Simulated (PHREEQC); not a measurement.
Solution (68 °C): 0.013 mol/kgw HF, 0.0003 mol/kgw NH4HF2, 0.0012 mol/kgw H4SiO4 and 0.0021 mol/kgw HCl. Closed to the air; pH follows from the charge balance.

All values are PHREEQC results (ion-association model, wateq4f.dat), not measurements.

Each row changes one thing in this solution. This is a speciation only: nothing precipitates in the calculation.

| case | pH | ionic strength (mol/kgw) | HF (mol/kgw) | F- (mol/kgw) | H2F2 (mol/kgw) | HF2- (mol/kgw) |
|---|---|---|---|---|---|---|
| as made | 2.44 | 0.00489 | 0.00869 | 0.000751 | 3.72e-5 | 2.87e-5 |
| H4SiO4 left out | 2.53 | 0.00344 | 0.0120 | 0.00127 | 7.14e-5 | 6.72e-5 |
| diluted 5-fold with water | 3.01 | 0.00107 | 0.00206 | 0.000640 | 2.08e-6 | 5.79e-6 |
| temperature from 68 to 85 °C | 2.53 | 0.00376 | 0.0110 | 0.000811 | 2.93e-5 | 3.78e-5 |
| diluted 10-fold with water | 3.21 | 0.000658 | 0.000909 | 0.000446 | 4.06e-7 | 1.78e-6 |
| H4SiO4 from 0.0012 to 0.00024 mol/kgw | 2.50 | 0.00387 | 0.0110 | 0.00109 | 5.98e-5 | 5.29e-5 |
| HF replaced by Na2SiF6 at the same molality | 2.96 | 0.0392 | 0.00660 | 0.00218 | 2.16e-5 | 6.36e-5 |
| HF from 0.013 to 0.0195 mol/kgw | 2.35 | 0.00624 | 0.0126 | 0.000890 | 7.77e-5 | 4.91e-5 |

Some of these states are supersaturated (in Quartz (slow to form), Chalcedony (slow to form), for instance). Constants without temperature data keep their 25 °C values here. SiF6-2 is the database's only silicon fluoride.
